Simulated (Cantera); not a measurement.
What does this Cantera script print?

```python
import numpy as np
import cantera as ct

gas_names = [...]  # 109 gases of nasa_gas.yaml made of C, Cl, H, Si
cond_names = """
    C(gr) C6H6(L) C7H8(L) C8H18(L),n-octa Si(cr) Si(L) SiC(b)
""".split()


# ... load() reads the species with a 1 bar reference pressure and builds the phases ...
atoms = {
    'CH3SiCl3': {'C': 1, 'H': 3, 'Si': 1, 'CL': 3},
    'HCl': {'H': 1, 'CL': 1},
    'H2': {'H': 2},
    'C2H4': {'C': 2, 'H': 4},
}
top_T = {'C(gr)': 4500, 'SiC(b)': 3050}  # K; cautious upper limits of use, not melting points


# ... equilibrate(T, P, feed) seeds the gas with the atoms and calls Mixture.equilibrate('TP', solver="vcs", rtol=1e-11, max_steps=5000) ...
results = []
feed = {'CH3SiCl3': 1, 'HCl': 1.9, 'H2': 50, 'C2H4': 0.19}  # mol
P = 10000  # Pa
for T in [1000, 1100, 1200, 1300, 1400, 1500, 1600, 1700, 1800]:
    mix = equilibrate(T, P, feed)
    results.append((T, P, feed, dict(zip(mix.species_names, mix.species_moles))))

top = {s: max(r[3][s] / sum(r[3][g] for g in gas_names) for r in results) for s in gas_names}
cols = sorted((s for s in top if top[s] > 1e-05), key=lambda s: -top[s])[:5]
seen = [c for c in cond_names if any(r[3].get(c, 0) > 1e-12 for r in results)]
print("log10 of partial pressures in bar; condensed amounts in mol")
print(f"{'T/K':>10s}" + "".join(f"{s[:9]:>10s}" for s in cols + seen))
for T, P, feed, n in results:
    ng = sum(n[g] for g in gas_names)
    print(f"{T:10.4g}" + "".join(f"{np.log10(max(n[s] / ng * P / 1e5, 1e-99)):10.3f}" for s in cols)
          + "".join(f"{n.get(c, 0):10.4g}" for c in seen))
```

Output:

```
log10 of partial pressures in bar; condensed amounts in mol
       T/K        H2       HCL       CH4     SiCL4         H     C(gr)    SiC(b)
      1000    -1.037    -2.162    -3.095    -3.313    -9.163    0.2336    0.7077
      1100    -1.040    -2.076    -3.525    -3.954    -8.108    0.2895    0.9262
      1200    -1.041    -2.057    -3.883    -4.697    -7.225    0.3254    0.9823
      1300    -1.041    -2.054    -4.185    -5.375    -6.476    0.3523    0.9916
      1400    -1.040    -2.054    -4.445    -5.963    -5.833    0.3687    0.9912
      1500    -1.040    -2.055    -4.671    -6.474    -5.275    0.3795    0.9877
      1600    -1.040    -2.056    -4.868    -6.921    -4.785    0.3876    0.9821
      1700    -1.040    -2.057    -5.041    -7.317    -4.352     0.393    0.9745
      1800    -1.041    -2.059    -5.195    -7.670    -3.966    0.3939    0.9648
```

Cantera equilibrium calculation (NASA polynomials, part measured and part estimated; ideal gas, pure solids and liquids). The feed counts by its element totals alone. The tables' values for SiCl3 are old estimates; treat these amounts as uncertain.
